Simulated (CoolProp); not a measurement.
A single-stage vapour-compression cycle with n-pentane: evaporating at 265.15 K (dew point), condensing at 301.15 K (bubble point), superheat 0 K, subcooling 2 K, compressor efficiency 0.65, no pressure losses. Each further row changes one setting.

Model: reference Helmholtz-energy equation of state, Thol 2019, in CoolProp.

| case | cooling COP | pressure ratio | discharge temperature (K) | refrigerating effect (kJ/kg) | volumetric capacity (kJ/m³) |
|---|---|---|---|---|---|
| as stated | (withheld) | 4.55 | 312.1 | 314 | 174 |
| evaporating temperature 270.15 K | 5.14 | 3.58 | 310.0 | (withheld) | (withheld) |
| condensing temperature 296.15 K | 5.06 | 3.78 | (withheld) | 326 | 181 |
| subcooling 7 K | 4.42 | 4.55 | 312.1 | 326 | 181 |
| superheat 10 K | 4.30 | 4.55 | 322.5 | 330 | 176 |
| compressor efficiency 0.55 | 3.61 | 4.55 | 319.7 | 314 | 174 |

**Question.** Complete the blanks.

**Answer.** 
- as stated, cooling COP: 4.26
- evaporating temperature 270.15 K, refrigerating effect (kJ/kg): 322
- evaporating temperature 270.15 K, volumetric capacity (kJ/m³): 223
- condensing temperature 296.15 K, discharge temperature (K): 306.4
